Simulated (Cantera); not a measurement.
Feed: 1 mol SiHCl₃, 0.073 mol HCl, 3.8 mol H₂, held at 1350 K and 100 Pa.

These are equilibrium values from Cantera (NASA tables, ideal gas, pure condensed phases), not measurements of a reactor. Candidate condensed phases: Si; 19 gas species. The tables' values for SiCl₃ are old estimates; treat these amounts as uncertain. The numbers say what is thermodynamically allowed, not how fast it happens.

Base state: H₂ 0.649, HCl 0.188, SiCl₂ 0.152, SiCl₃ 0.00819, SiCl₄ 0.00220, SiHCl₃ 0.000436, H 6.07e-5, Cl 1.46e-5 (mole fractions); condensed: Si(s).

**Question.** What changes in the equilibrium state with this change: H₂ from 3.8 to 8.5 mol?

**Answer.** 
```json
[
 {"species": "H₂", "before": "0.649", "after": "0.786"},
 {"species": "HCl", "before": "0.188", "after": "0.140"},
 {"species": "SiCl₂", "before": "0.152", "after": "0.0704"},
 {"species": "SiCl₄", "before": "0.00220", "after": "0.000470"},
 {"species": "SiCl₃", "before": "0.00819", "after": "0.00258"},
 {"species": "SiHCl₃", "before": "0.000436", "after": "0.000151"},
 {"species": "Si(s), mol", "before": "0.0485", "after": "0.223"}
]
```

**Question.** What changes in the equilibrium state with this change: temperature from 1350 K to 2323 K?

**Answer.** 
```tsv
species	before	after
H₂	0.649	0.336
HCl	0.188	0.236
H	6.07e-5	0.200
SiCl₂	0.152	0.0234
Si	1.99e-7	0.0940
Cl	1.46e-5	0.101
Si₂	<1e-9	0.000156
SiCl₄	0.00220	2.21e-8
SiHCl₃	0.000436	2.13e-8
SiH	3.24e-8	0.000608
Si(s), mol	0.0485	0
```
The tables' values for SiCl, SiCl₃ are old estimates; treat these amounts as uncertain. Gases not in the tables: Si₂H₆ and higher silanes.

**Question.** What changes in the equilibrium state with this change: pressure from 100 Pa to 133 Pa?

**Answer.** 
```
species       before     after
----------  --------  --------
H₂             0.649     0.651
HCl            0.188     0.186
SiCl₂          0.152     0.150
SiH₂Cl₂      1.26e-5   1.66e-5
SiHCl₃      0.000436  0.000570
SiCl₄        0.00220   0.00285
Si(s), mol    0.0485    0.0517
```
